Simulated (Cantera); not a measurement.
Feed: 1 mol Si, 2.6 mol HCl, 3.4 mol H2, at 10000 Pa.

Equilibrium computed with Cantera from the NASA thermochemical tables; the gas is ideal and each condensed phase is pure. Candidate condensed phases: Si; 19 gas species. The tables' values for SiCl3 are old estimates; treat these amounts as uncertain. Equilibrium is a limit: real reactors are often held back by kinetics, nucleation or transport.

Problem. At 502 °C, list the 4 most abundant gas species with their mole fractions, and the condensed phases.

Solution. H2 0.868, SiCl4 0.0971, SiHCl3 0.0326, HCl 0.00167. Condensed: Si(s).
